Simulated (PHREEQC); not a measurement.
2.2 g of hydrous ferric oxide (600 m²/g; 0.2 weak and 0.005 strong sites per Fe, Dzombak-Morel constants, diffuse double layer) in 1 kg of water with 0.001 mol/kgw of an inert sodium salt and 2.9 mmol/kgw MnCl2, at 25 °C; the pH is set by adding NaOH or the inert anion's acid. No oxygen is let in. CO2 from the air is kept out. Precipitation was switched off in this run.

Base run: PHREEQC, ion-association model, wateq4f.dat. Each further column changes one thing. The table gives surface charge σ (C/m²).

| pH | base | background salt from 0.001 to 0.0001 mol/kgw | oxide from 2.2 to 11 g/kgw |
|---|---|---|---|
| 3 | 0.329 | 0.327 | 0.343 |
| 4.33 | 0.182 | 0.178 | 0.202 |
| 5 | 0.115 | 0.111 | 0.125 |
| 6.33 | 0.038 | 0.036 | 0.035 |
| 7.67 | 0.019 | 0.018 | 0.008 |
| 9 | 0.013 | 0.012 | -0.008 |
| 9.67 | 0.012 | 0.011 | -0.019 |
| 11 | 0.009 | 0.008 | -0.080 |

In at least one series the solution becomes supersaturated in solids that the run did not let form, among them Pyrochroite. The oxide is taken as insoluble; below pH 4 it would dissolve.
